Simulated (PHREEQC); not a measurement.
Make-up at 20 °C: 0.26 mol CdCl2, 0.00091 mol NiCl2, 0.11 mol NaH2PO4, 0.23 mol Na2SO4 and 0.0056 mol HCl per kg of water. Closed to the air; pH follows from the charge balance.

Model: ion-association model, wateq4f.dat, run in PHREEQC.

No solid was allowed to form.

Predict the pH.

pH 3.32.

In which forms is S present?

SO4-2 48 %, NaSO4- 22 %, Cd(SO4)2-2 18 %, CdSO4 12 %, HSO4- 0.5 % of the S.

Ionic strength above about 0.7 mol/kgw puts this run outside the model's range. Complexes and solids missing from the database can't appear. H3PO4, which wateq4f.dat lacks, is added to it with the constant of phreeqc.dat. The database has no phosphate complexes of Cd, Ni.
